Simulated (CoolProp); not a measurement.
Model: reference Helmholtz-energy equation of state, Thol 2015, in CoolProp.

Question: For octamethylcyclotetrasiloxane (D4), give the phase and the Z, Joule-Thomson coefficient (K/MPa), isothermal compressibility (1/MPa), expansivity (1/kK) at 330.25 °C and 3.24 MPa.

Answer: 
- 330.25 °C and 3.24 MPa: supercritical; Z 0.367, Joule-Thomson coefficient 1.58, isothermal compressibility 0.0771, expansivity 4.95
